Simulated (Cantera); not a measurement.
**Low-pressure radical oxidation in H2/O2**

An isothermal, constant-pressure homogeneous reactor starts with 1.77 % H2, 49.1 % O2, 49.1 % N2, equivalence ratio 0.018, at 1225 K and 110 Pa.

Detailed kinetics in Cantera: GRI-Mech 3.0 (53 species, 325 reactions). Radical loss at walls, strong at low pressure, is not modelled.

| t (s) | x H2 | x O2 | x H2O2 | x HO2 | x O |
|---|---|---|---|---|---|
| 3.00e-6 | 0.0177 | 0.491 | <1e-12 | 3.14e-12 | <1e-12 |
| 1.75e-5 | 0.0177 | 0.491 | <1e-12 | 1.83e-11 | <1e-12 |
| 0.000102 | 0.0177 | 0.491 | <1e-12 | 1.07e-10 | 5.69e-12 |
| 0.000594 | 0.0177 | 0.491 | <1e-12 | 6.21e-10 | 1.63e-10 |
| 0.00346 | 0.0177 | 0.491 | <1e-12 | 3.62e-9 | 3.38e-9 |
| 0.0202 | 0.0177 | 0.491 | 2.94e-11 | 2.12e-8 | 4.08e-7 |
| 0.118 | 0.000272 | 0.476 | 2.69e-9 | 9.67e-8 | 0.0132 |
| 0.686 | 0.000218 | 0.476 | 2.36e-9 | 9.26e-8 | 0.0130 |
| 4.00 | 0.000186 | 0.478 | 2.37e-9 | 8.81e-8 | 0.0109 |
x: mole fraction; the columns are a selection and need not sum to one.

Equilibrium at this temperature and pressure: H2 1.64e-8, O2 0.486, H2O2 1.23e-11, HO2 2.54e-9, O 8.91e-7 (gas phase only).
